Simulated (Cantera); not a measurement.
Cantera run:

```python
import numpy as np
import cantera as ct

gas_names = [...]  # 110 gases of nasa_gas.yaml made of C, H, O
cond_names = """
    C(gr) C6H6(L) C7H8(L) C8H18(L),n-octa H2O(s) H2O(L)
""".split()


# ... load() reads the species with a 1 bar reference pressure and builds the phases ...
atoms = {
    'C3H6': {'C': 3, 'H': 6},
    'CO2': {'C': 1, 'O': 2},
}
top_T = {'C(gr)': 4500}  # K; cautious upper limits of use, not melting points


# ... equilibrate(T, P, feed) seeds the gas with the atoms and calls Mixture.equilibrate('TP', solver="vcs", rtol=1e-11, max_steps=5000) ...
results = []
feed = {'C3H6': 1, 'CO2': 0.095}  # mol
P = 370  # Pa
for T in [1250, 1400, 1550, 1700, 1850, 2000, 2150, 2300, 2450, 2600, 2750]:
    mix = equilibrate(T, P, feed)
    results.append((T, P, feed, dict(zip(mix.species_names, mix.species_moles))))

top = {s: max(r[3][s] / sum(r[3][g] for g in gas_names) for r in results) for s in gas_names}
cols = sorted((s for s in top if top[s] > 1e-06), key=lambda s: -top[s])[:8]
seen = [c for c in cond_names if any(r[3].get(c, 0) > 1e-12 for r in results)]
print("log10 of partial pressures in bar; condensed amounts in mol")
print(f"{'T/K':>10s}" + "".join(f"{s[:9]:>10s}" for s in cols + seen))
for T, P, feed, n in results:
    ng = sum(n[g] for g in gas_names)
    print(f"{T:10.4g}" + "".join(f"{np.log10(max(n[s] / ng * P / 1e5, 1e-99)):10.3f}" for s in cols)
          + "".join(f"{n.get(c, 0):10.4g}" for c in seen))
```

Result:

```
log10 of partial pressures in bar; condensed amounts in mol
       T/K        H2         H        CO C2H2,acet        C3       C2H         C        C2     C(gr)
      1250    -2.458    -7.545    -3.657    -9.057   -23.530   -17.680   -21.770   -24.618     2.905
      1400    -2.459    -6.542    -3.657    -8.057   -19.803   -15.155   -18.552   -20.896     2.905
      1550    -2.459    -5.731    -3.657    -7.253   -16.807   -13.121   -15.957   -17.899     2.905
      1700    -2.460    -5.061    -3.657    -6.594   -14.348   -11.448   -13.822   -15.436     2.905
      1850    -2.462    -4.500    -3.659    -6.045   -12.296   -10.050   -12.035   -13.377     2.903
      2000    -2.470    -4.024    -3.662    -5.585   -10.557    -8.866   -10.517   -11.630       2.9
      2150    -2.489    -3.620    -3.671    -5.202    -9.067    -7.855    -9.211   -10.130     2.894
      2300    -2.529    -3.279    -3.689    -4.894    -7.777    -6.988    -8.078    -8.828     2.881
      2450    -2.605    -2.999    -3.720    -4.664    -6.649    -6.249    -7.083    -7.688     2.859
      2600    -2.734    -2.783    -3.767    -4.524    -5.655    -5.628    -6.205    -6.682     2.824
      2750    -2.936    -2.633    -3.825    -4.487    -4.773    -5.119    -5.423    -5.787     2.726
```

Method: chemical equilibrium by Gibbs-energy minimisation in Cantera with the NASA 1993 tables (ideal gas, pure condensed phases).
